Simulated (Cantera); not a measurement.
Charge: 1 mol Si3N4, 3.2 mol CO2, 220 mol H2, 0.0013 mol O2, at 2123.15 K and 0.0160 bar.

Cantera equilibrium calculation (NASA polynomials, part measured and part estimated; ideal gas, pure solids and liquids). Candidate condensed phases: C, C6H6, C7H8, C8H18, H2O, Si, SiC, SiO2, Si2N2O, Si3N4; 151 gas species. Equilibrium is a limit: real reactors are often held back by kinetics, nucleation or transport.

Base state: H2 0.936, H 0.0275, CO 0.0138, SiO 0.0130, N2 0.00864, H2O 0.000871 (mole fractions); condensed: gas only.

What changes in the equilibrium state with this change: pressure from 0.0160 bar to 0.000670 bar?


```tsv
species	before	after
H2	0.936	0.838
H	0.0275	0.127
CO	0.0138	0.0131
SiO	0.0130	0.0123
OH	3.16e-6	1.52e-5
H2O	0.000871	0.000813
```

What changes in the equilibrium state with this change: temperature from 2123.15 K to 2025 K?


```
species    before     after
-------  --------  --------
H2          0.936     0.949
H          0.0275    0.0148
CO         0.0138    0.0139
SiO        0.0130    0.0130
H2O      0.000871  0.000878
N2        0.00864   0.00870
```
